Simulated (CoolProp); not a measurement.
Computed with CoolProp (reference Helmholtz-energy equation of state, Lemmon 2006). It is a short technical equation, of lower accuracy than the large ones.

For carbonyl sulfide, give the phase and the density (kg/m³), Joule-Thomson coefficient (K/MPa), fugacity coefficient at 169.05 °C and 85.7 bar.


- 169.05 °C and 85.7 bar: supercritical; density 209, Joule-Thomson coefficient 8.12, fugacity coefficient 0.739
